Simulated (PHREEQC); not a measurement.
Solution (25 °C): 0.011 mol/kgw NH3 and 0.0029 mol/kgw NaAlO2. Closed to the air; pH follows from the charge balance.

All values are PHREEQC results (ion-association model, phreeqc.dat), not measurements.

The pH is 10.63 and the ionic strength is 0.00336 mol/kgw. The total alkalinity comes out as 22.6 meq/kg.

```
species   molality  activity   log γ
--------  --------  --------  ------
NH3         0.0105    0.0106   0.000
Al(OH)4-   0.00290   0.00272  -0.027
Na+        0.00290   0.00272  -0.027
OH-       0.000461  0.000433  -0.028
NH4+      0.000461  0.000432  -0.028
Al(OH)3    3.38e-8   3.38e-8   0.000
```

This is a speciation only: nothing precipitates in the calculation. Examples of supersaturated solids here: Gibbsite (slow to form). Others may be too.
